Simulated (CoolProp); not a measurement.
Vapour-liquid equilibrium of toluene (1) + ethylbenzene (2) at 483.1 K; x and y are mole fractions of (1).

Values from CoolProp's multi-fluid Helmholtz-energy mixture model, Lemmon 2006 and Zhou 2012; pair parameters Bell 2016.

| x | bubble pressure (MPa) | y at the bubble point | dew pressure at overall composition x (MPa) | liquid density (mol/L) |
|---|---|---|---|---|
| 0.05 | 0.5389 | 0.077 | 0.5325 | 6.444 |
| 0.15 | 0.5740 | 0.215 | 0.5570 | 6.518 |
| 0.25 | 0.6084 | 0.339 | 0.5833 | 6.594 |
| 0.35 | 0.6426 | 0.451 | 0.6116 | 6.672 |
| 0.45 | 0.6774 | 0.555 | 0.6422 | 6.751 |
| 0.55 | 0.7130 | 0.651 | 0.6756 | 6.832 |
| 0.65 | 0.7500 | 0.740 | 0.7126 | 6.913 |
| 0.75 | 0.7884 | 0.823 | 0.7542 | 6.994 |
| 0.85 | 0.8285 | 0.899 | 0.8021 | 7.075 |
| 0.95 | 0.8702 | 0.968 | 0.8587 | 7.154 |

No azeotrope shows between x = 0.05 and 0.95.

The pair parameters rest on a limited set of measurements; away from them the model extrapolates.
